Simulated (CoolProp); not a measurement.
Propylene along the isobar 51.8 bar: Z from the reference equation and from simpler models built on Tc = 364.2 K, pc = 45.55 bar, ω = 0.146; each cubic takes its own stable root.

The numbers come from the reference Helmholtz-energy equation of state, Lemmon 2013 in CoolProp.

```
T (K)   phase  reference  van der Waals  Soave-Redlich-Kwong
-----  ------  ---------  -------------  -------------------
105.7  liquid     0.3309         0.5382               0.3641
121.9  liquid     0.2941         0.4747               0.3207
138.2  liquid     0.2659         0.4264               0.2877
154.5  liquid     0.2440         0.3887               0.2623
170.7  liquid     0.2266         0.3590               0.2423
187    liquid     0.2125         0.3349               0.2263
203.2  liquid     0.2011         0.3154               0.2136
219.5  liquid     0.1918         0.2994               0.2034
235.8  liquid     0.1843         0.2865               0.1955
252    liquid     0.1784         0.2762               0.1896
268.3  liquid     0.1739         0.2682               0.1856
284.6  liquid     0.1709         0.2626               0.1836
```
